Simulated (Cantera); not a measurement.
# Si2Cl6 + HCl + H2 (silicon epitaxy and polysilicon growth)

A closed system holds: 1 mol Si2Cl6, 2.8 mol HCl, 13 mol H2, equilibrated at 1327 °C and 0.0330 bar.

Cantera equilibrium calculation (NASA polynomials, part measured and part estimated; ideal gas, pure solids and liquids). Candidate condensed phases: Si; 19 gas species. The feed counts by its element totals alone. The tables' values for SiCl3, SiCl are old estimates; treat these amounts as uncertain. Equilibrium is a limit: real reactors are often held back by kinetics, nucleation or transport.

```json
{
 "x(H2)": "0.647",
 "x(HCl)": "0.246",
 "x(SiCl2)": "0.0976",
 "x(SiCl3)": "0.00740",
 "x(SiCl4)": "0.00138",
 "x(SiHCl3)": "0.000525",
 "x(H)": "0.000241",
 "x(Cl)": "7.24e-5",
 "x(SiH2Cl2)": "3.33e-5",
 "gas_amount": "18.70 mol",
 "log10 activity of Si(s) (absent)": "-0.52"
}
```
